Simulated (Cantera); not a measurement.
An isothermal, constant-pressure homogeneous reactor starts with CH₂O : O₂ : N₂ = 0.0051 : 0.023 : 1 (molar parts), at 1425 K and 50000 Pa. Integrator tolerance rtol = 1e-08.

Model: GRI-Mech 3.0 (53 species, 325 reactions), integrated in Cantera.

Q: What does this change do: N2 1 to 1.3 parts?

A: 
```csv
quantity,before,after
x(CH₂O) at 200 s,<1e-12 (gas-phase equilibrium <1e-12),<1e-12 (gas-phase equilibrium <1e-12)
x(O₂) at 200 s,0.0174 (gas-phase equilibrium 0.0173),0.0135 (gas-phase equilibrium 0.0134)
x(HO₂) at 200 s,3.20e-9 (gas-phase equilibrium 3.18e-9),2.32e-9 (gas-phase equilibrium 2.31e-9)
x(CH₂) at 200 s,<1e-12 (gas-phase equilibrium <1e-12),<1e-12 (gas-phase equilibrium <1e-12)
x(CO₂) at 200 s,0.00496 (gas-phase equilibrium 0.00496),0.00384 (gas-phase equilibrium 0.00384)
x(NO) at 200 s,1.54e-6 (gas-phase equilibrium 0.000266),1.40e-6 (gas-phase equilibrium 0.000235)
x(H) at 200 s,1.82e-9 (gas-phase equilibrium 1.83e-9),1.71e-9 (gas-phase equilibrium 1.71e-9)
```

Q: What does this change do: temperature 1425 to 1150 K?

A: 
```tsv
quantity	before	after
x(CH₂O) at 200 s	<1e-12 (gas-phase equilibrium <1e-12)	<1e-12 (gas-phase equilibrium <1e-12)
x(O₂) at 200 s	0.0174 (gas-phase equilibrium 0.0173)	0.0174 (gas-phase equilibrium 0.0174)
x(HO₂) at 200 s	3.20e-9 (gas-phase equilibrium 3.18e-9)	2.17e-10 (gas-phase equilibrium 2.17e-10)
x(CH₂) at 200 s	<1e-12 (gas-phase equilibrium <1e-12)	<1e-12 (gas-phase equilibrium <1e-12)
x(CO₂) at 200 s	0.00496 (gas-phase equilibrium 0.00496)	0.00496 (gas-phase equilibrium 0.00496)
x(NO) at 200 s	1.54e-6 (gas-phase equilibrium 0.000266)	7.81e-8 (gas-phase equilibrium 4.22e-5)
x(H) at 200 s	1.82e-9 (gas-phase equilibrium 1.83e-9)	1.61e-12 (gas-phase equilibrium 1.61e-12)
```

Q: What does this change do: CH2O 0.0051 to 0.00081 parts?

A: 
```tsv
quantity	before	after
x(CH₂O) at 200 s	<1e-12 (gas-phase equilibrium <1e-12)	<1e-12 (gas-phase equilibrium <1e-12)
x(O₂) at 200 s	0.0174 (gas-phase equilibrium 0.0173)	0.0217 (gas-phase equilibrium 0.0215)
x(HO₂) at 200 s	3.20e-9 (gas-phase equilibrium 3.18e-9)	1.50e-9 (gas-phase equilibrium 1.50e-9)
x(CH₂) at 200 s	<1e-12 (gas-phase equilibrium <1e-12)	<1e-12 (gas-phase equilibrium <1e-12)
x(CO₂) at 200 s	0.00496 (gas-phase equilibrium 0.00496)	0.000791 (gas-phase equilibrium 0.000791)
x(NO) at 200 s	1.54e-6 (gas-phase equilibrium 0.000266)	6.26e-7 (gas-phase equilibrium 0.000298)
x(H) at 200 s	1.82e-9 (gas-phase equilibrium 1.83e-9)	6.89e-10 (gas-phase equilibrium 6.90e-10)
```
